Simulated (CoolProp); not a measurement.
Computed with CoolProp (reference Helmholtz-energy equation of state, Lemmon 2006). It is a short technical equation, of lower accuracy than the large ones.

### Question
For toluene, give the phase and the Z, cp (kJ/(kg K)) at 346.85 °C and 4.76 bar; 346.85 °C and 20.6 bar.

### Answer
- 346.85 °C and 4.76 bar: gas; Z 0.963, cp 2.21
- 346.85 °C and 20.6 bar: gas; Z 0.827, cp 2.35
